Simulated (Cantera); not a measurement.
Input (Python, Cantera) and output of one run.

```python
import numpy as np
import cantera as ct

gas_names = """
    O2 NO2
""".split()
cond_names = """
    VN(s) V2O5(s) V2O5(L)
""".split()


# ... load() reads the species with a 1 bar reference pressure and builds the phases ...
species = {s.name: s for s in load("nasa_gas.yaml", gas_names) + load("nasa_condensed.yaml", cond_names)}
# Each term lists the table entries of one substance; the one whose range holds T is used.
reactions = {
    '4 VN + 9 O2(g) = 4 NO2(g) + 2 V2O5':
        [(-4, ['VN(s)']), (-9, ['O2']), (4, ['NO2']), (2, ['V2O5(s)', 'V2O5(L)'])],
}


def pick(names, T):
    return next(species[n] for n in names if species[n].thermo.min_temp <= T <= species[n].thermo.max_temp)


results = []
for label, terms in reactions.items():
    print(label)
    print("     T/K   dH/kJ  dS/(J/K)   dG/kJ   log10 K")
    for T in [300, 473, 573, 673, 773, 873, 973]:
        used = [(nu, pick(names, T)) for nu, names in terms]
        dH = sum(nu * s.thermo.h(T) for nu, s in used) / 1e6
        dS = sum(nu * s.thermo.s(T) for nu, s in used) / 1e3
        dG = dH - T * dS / 1e3
        logK = -dG * 1e6 / (ct.gas_constant * T * np.log(10))
        results.append((label, T, dH, dS, dG, logK, [s.name for _, s in used]))
        print(f"{T:8g} {dH:8.1f} {dS:8.1f} {dG:8.1f} {logK:8.2f}")
```

It prints:

```
4 VN + 9 O2(g) = 4 NO2(g) + 2 V2O5
     T/K   dH/kJ  dS/(J/K)   dG/kJ   log10 K
     300  -2095.9   -773.7  -1863.8   324.50
     473  -2093.3   -767.5  -1730.3   191.07
     573  -2089.7   -760.7  -1653.8   150.76
     673  -2085.5   -753.9  -1578.1   122.48
     773  -2080.9   -747.6  -1503.0   101.56
     873  -2076.2   -741.8  -1428.6    85.47
     973  -1941.7   -599.1  -1358.8    72.94
```

Standard-state values (1 bar) from the NASA 1993 polynomials, evaluated with Cantera. VN: taken at fixed stoichiometry. Condensed species are held in their standard states even where they would react or evaporate.
